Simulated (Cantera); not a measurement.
Charge: 1 mol SF6, 0.46 mol SO2, 0.22 mol H2, at 2650 K and 7.50 Torr.

Cantera equilibrium calculation (NASA polynomials, part measured and part estimated; ideal gas, pure solids and liquids). Candidate condensed phases: H2O, H2SO4, S; 43 gas species. Kinetics and transport are ignored.

Base state: F 0.744, SO 0.0770, S 0.0769, HF 0.0593, SO2 0.0182, S2 0.00938, O 0.00871, SF 0.00558 (mole fractions); condensed: gas only.

Task: What changes in the equilibrium state with this change: H2 from 0.22 to 0.087 mol?

Result: 
```tsv
species	before	after
F	0.744	0.779
SO	0.0770	0.0770
S	0.0769	0.0768
HF	0.0593	0.0234
SF	0.00558	0.00583
SO2	0.0182	0.0182
H	5.29e-5	2.00e-5
SF2	0.000200	0.000220
S2	0.00938	0.00934
```
